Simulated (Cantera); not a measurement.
Input: 1 mol AlN, 1 mol H2, equilibrated at 1.30 mbar.

These are equilibrium values from Cantera (NASA tables, ideal gas, pure condensed phases), not measurements of a reactor. Candidate condensed phases: Al, AlN; 13 gas species. The numbers say what is thermodynamically allowed, not how fast it happens.

Task: Which condensed phases are stable at each of these points (T (K)): 1700, 1750, 1800, 1850, 1900, 1950, 2000, 2050, 2100, 2150, 2200, 2250, 2300, 2350?

Result: 
```
T (K)  condensed phases  Al condensed (%)
-----  ----------------  ----------------
1700             AlN(s)              99.1
1750             AlN(s)              98.0
1800             AlN(s)              95.3
1850             AlN(s)              89.0
1900             AlN(s)              72.5
1950             AlN(s)               8.9
2000           gas only               0.0
2050           gas only               0.0
2100           gas only               0.0
2150           gas only               0.0
2200           gas only               0.0
2250           gas only               0.0
2300           gas only               0.0
2350           gas only               0.0
```

From 1700 K to 1950 K the condensed part is AlN(s). From 2000 K to 2350 K nothing is condensed.
